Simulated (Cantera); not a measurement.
Charge: 1 mol TiO₂, 0.12 mol Al₂O₃, 0.41 mol O₂, equilibrated at 2198.15 K and 563 Torr.

These are equilibrium values from Cantera (NASA tables, ideal gas, pure condensed phases), not measurements of a reactor. Candidate condensed phases: Al, Al₂O₃, Ti, TiO, TiO₂, Ti₂O₃, Ti₃O₅, Ti₄O₇; 12 gas species. Mutual solubility and eutectic melting of coexisting phases are not modelled. Condensed phases not in the tables: mixed aluminates and titanates, alloys, solid solutions and most ternary compounds. Kinetics and transport are ignored.

Base state: O₂ 0.997, O 0.00308 (mole fractions); condensed: Al₂O₃(s) + TiO₂(l).

**Question.** What changes in the equilibrium state with this change: pressure from 563 Torr to 1.00 Torr?

**Answer.** 
| species | before | after |
|---|---|---|
| O₂ | 0.997 | 0.926 |
| O | 0.00308 | 0.0704 |
| TiO₂ | 6.79e-6 | 0.00382 |
| Al₂O₃(s), mol | 0.120 | 0.120 |
| TiO₂(l), mol | 1.000 | 0.998 |

**Question.** What changes in the equilibrium state with this change: temperature from 2198.15 K to 1523.15 K?

**Answer.** 
```csv
species,before,after
O₂,0.997,1.000
O,0.00308,6.38e-6
"Al₂O₃(s), mol",0.120,0.120
"TiO₂(l), mol",1.000,0
"TiO₂(rutile), mol",0,1.00
```

**Question.** What changes in the equilibrium state with this change: 0.0018 mol CH₄ added?

**Answer.** 
```csv
species,before,after
O₂,0.997,0.983
H₂O,0,0.00762
CO₂,0,0.00433
OH,0,0.00216
CO,0,3.00e-5
H,0,2.04e-5
H₂,0,1.00e-5
O,0.00308,0.00306
"Al₂O₃(s), mol",0.120,0.120
"TiO₂(l), mol",1.000,1.000
```
Further candidate phases: C, C₆H₆, C₇H₈, C₈H₁₈, H₂O, TiC.
